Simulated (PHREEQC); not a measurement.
Make-up at 15 °C: 0.015 mol K3PO4 per kg of water. Closed to the air; pH follows from the charge balance.

Computed with PHREEQC (ion-association model, wateq4f.dat).

Each row changes one thing in this solution. This is a speciation only: nothing precipitates in the calculation.

```tsv
case	pH	ionic strength (mol/kgw)
as made	12.07	0.0761
diluted 5-fold with water	11.66	0.0133
K3PO4 replaced by KI at the same molality	7.17	0.0150
temperature from 15 to 20 °C	[?]	0.0746
diluted 10-fold with water	11.43	[?]
K3PO4 from 0.015 to 0.0075 mol/kgw	11.92	0.0359
K3PO4 replaced by K2SO4 at the same molality	7.26	[?]
```

Fill in the missing entries.


- temperature from 15 to 20 °C, pH: 11.94
- diluted 10-fold with water, ionic strength (mol/kgw): 0.00637
- K3PO4 replaced by K2SO4 at the same molality, ionic strength (mol/kgw): 0.0428

Species that the database lacks are ignored. H3PO4, which wateq4f.dat lacks, is added to it with the constant of phreeqc.dat.
